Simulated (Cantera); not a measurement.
What does this Cantera script print?

```python
import numpy as np
import cantera as ct

gas = ct.Solution("gri30.yaml")


def delay(T, t_max=10):
    gas.TPX = T, 101325, {'CH3OH': 1, 'O2': 1.7, 'N2': 6.41, 'H2O': 0.37}
    reactor = ct.IdealGasReactor(gas, clone=False)
    net = ct.ReactorNet([reactor])
    net.rtol, net.atol = 1e-8, 1e-16
    while net.time < t_max:
        t_old, T_old = net.time, reactor.T
        net.step()
        if reactor.T > T + 400:  # ignition: a rise of 400 K
            return t_old + (T + 400 - T_old) / (reactor.T - T_old) * (net.time - t_old)
    return np.nan


taus = []
for T in [1275, 1350, 1425, 1500, 1575, 1650]:
    taus.append(delay(T))
    print(f"T0 = {T:6g} K   tau = {taus[-1]:.4e} s")
```

Result:

```
T0 =   1275 K   tau = 2.6616e-03 s
T0 =   1350 K   tau = 9.6404e-04 s
T0 =   1425 K   tau = 3.9766e-04 s
T0 =   1500 K   tau = 1.8355e-04 s
T0 =   1575 K   tau = 9.3118e-05 s
T0 =   1650 K   tau = 5.1049e-05 s
```

Detailed kinetics in Cantera: GRI-Mech 3.0 (53 species, 325 reactions). GRI-Mech 3.0 was tuned for natural gas; its chemistry of methanol as a main component is partial and can be far from experiment.
